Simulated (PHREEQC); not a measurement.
HCl is added in steps, without added water, to 1 kg of water holding 36 mmol/kgw NaOH, 0.00044 mmol/kgw H4SiO4 and 6.3 mmol/kgw Na2CO3, at 25 °C. Oxygen is held at 0.21 atm. No CO2 enters from the air. Solids allowed: SiO2(a), Halite, Nahcolite, Natron. Others were left out.

Base run: PHREEQC, ion-association model, wateq4f.dat. Each further column changes one thing. The table gives CO2 (mol/kgw).

```
HCl added (mol)      base  all activity coefficients set to 1  database pitzer.dat  metal-ligand complexes left out  database phreeqc.dat
---------------  --------  ----------------------------------  -------------------  -------------------------------  --------------------
0                1.17e-11                            1.25e-11             1.52e-11                         1.62e-11              1.19e-11
0.009844         2.21e-11                            2.37e-11             2.87e-11                         3.07e-11              2.25e-11
0.02166          7.28e-11                            7.82e-11             9.45e-11                         1.01e-10              7.42e-11
0.0315           6.88e-10                            7.35e-10             8.85e-10                         9.33e-10              7.01e-10
0.04134           6.31e-6                             5.77e-6              6.39e-6                          4.67e-6               6.33e-6
0.05316           0.00629                             0.00629              0.00629                          0.00629               0.00629
0.063             0.00629                             0.00630              0.00629                          0.00629               0.00629
```

 pitzer.dat has no redox and few complexes: it carries them in its interaction parameters. phreeqc.dat and wateq4f.dat share most of their constants, so their agreement is no independent check. Solids allowed in the column 'database pitzer.dat': Halite, Nahcolite, Natron, SiO2(a), Trona. Solids allowed in the column 'database phreeqc.dat': SiO2(a), Halite.
